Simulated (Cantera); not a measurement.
**Gas-phase reforming**

An isothermal, constant-pressure homogeneous reactor starts with 18.2 % CH₄, 81.8 % H₂O, at 1323 K and 10.0 bar.

Cantera simulation using GRI-Mech 3.0 (53 species, 325 reactions); the numbers are that mechanism's predictions, not measurements.

```csv
t (s),x CH₄,x H₂O,x C₂H,x HO₂,x H,x CH₂
2.00e-6,0.182,0.818,<1e-12,<1e-12,3.38e-10,<1e-12
6.32e-6,0.182,0.818,<1e-12,<1e-12,3.38e-10,<1e-12
2.00e-5,0.182,0.818,<1e-12,<1e-12,3.38e-10,<1e-12
6.32e-5,0.182,0.818,<1e-12,<1e-12,3.40e-10,<1e-12
0.000200,0.182,0.818,<1e-12,<1e-12,3.50e-10,<1e-12
0.000632,0.182,0.818,<1e-12,<1e-12,3.65e-10,1.23e-12
0.00200,0.182,0.818,<1e-12,<1e-12,3.87e-10,1.33e-12
0.00632,0.182,0.818,<1e-12,<1e-12,4.62e-10,1.58e-12
0.0200,0.181,0.818,<1e-12,<1e-12,7.56e-10,2.25e-12
0.0632,0.181,0.818,<1e-12,<1e-12,1.92e-9,3.19e-12
0.200,0.178,0.817,<1e-12,<1e-12,5.88e-9,4.08e-12
0.632,0.171,0.812,2.01e-12,<1e-12,1.84e-8,9.37e-12
2.00,0.151,0.799,5.28e-12,<1e-12,5.12e-8,1.80e-11
```
x: mole fraction; the columns are a selection and need not sum to one.

Equilibrium at this temperature and pressure: CH₄ 8.95e-5, H₂O 0.422, C₂H <1e-12, HO₂ <1e-12, H 3.37e-7, CH₂ <1e-12 (gas phase only).
